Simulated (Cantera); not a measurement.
## Stirred combustor or abatement burner

A perfectly stirred reactor is fed with C₂H₄ : O₂ : N₂ : H₂O = 1 : 6.98 : 26.2 : 6.2 (molar parts), at 4.93 atm; it is adiabatic with a 525 K inlet, and is followed from long to short residence time, starting on the burning branch (τ in s: 0.029, 0.015, 0.0075, 0.0039, 0.002, 0.001, 0.00052, 0.00027, 0.00014, 7e-05, 3.6e-05, 1.9e-05).

Detailed kinetics in Cantera: GRI-Mech 3.0 (53 species, 325 reactions). GRI-Mech 3.0 was tuned for natural gas; its chemistry of ethylene as a main component is partial and can be far from experiment.

| τ (s) | T (K) | x C₂H₄ | x O₂ | x H₂O | x CH₄ | x H₂ | x HCN |
|---|---|---|---|---|---|---|---|
| 0.029 | 1439 | 4.08e-5 | 0.0991 | 0.203 | 6.90e-7 | 2.59e-5 | 3.16e-10 |
| 0.015 | 1433 | 7.07e-5 | 0.0995 | 0.203 | 1.37e-6 | 4.43e-5 | 4.27e-10 |
| 0.0075 | 1419 | 0.000138 | 0.100 | 0.202 | 3.42e-6 | 8.53e-5 | 4.94e-10 |
| 0.0039 | 1356 | 0.000469 | 0.105 | 0.201 | 1.98e-5 | 0.000256 | 2.58e-10 |
| 0.0020 | 525 | 0.0248 | 0.173 | 0.154 | <1e-12 | <1e-12 | <1e-12 |
| 0.0010 | 525 | 0.0248 | 0.173 | 0.154 | <1e-12 | <1e-12 | <1e-12 |
| 0.00052 | 525 | 0.0248 | 0.173 | 0.154 | <1e-12 | <1e-12 | <1e-12 |
| 0.00027 | 525 | 0.0248 | 0.173 | 0.154 | <1e-12 | <1e-12 | <1e-12 |
| 0.00014 | 525 | 0.0248 | 0.173 | 0.154 | <1e-12 | <1e-12 | <1e-12 |
| 7.0e-5 | 525 | 0.0248 | 0.173 | 0.154 | <1e-12 | <1e-12 | <1e-12 |
| 3.6e-5 | 525 | 0.0248 | 0.173 | 0.154 | <1e-12 | <1e-12 | <1e-12 |
| 1.9e-5 | 525 | 0.0248 | 0.173 | 0.154 | <1e-12 | <1e-12 | <1e-12 |
x: mole fraction; the columns are a selection and need not sum to one.
